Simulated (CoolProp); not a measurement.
Ammonia at 293.15 K and 0.684 MPa is compressed adiabatically to 1.69 MPa with isentropic efficiency 0.7. Each further row changes one setting.

Model: reference Helmholtz-energy equation of state, Gao 2020, in CoolProp.

```csv
case,work (kJ/kg),final temperature (K),final density (kg/m³)
as stated,188,380.9,9.80
efficiency 1,131,360.0,10.6
efficiency 0.65,202,386.4,9.62
```
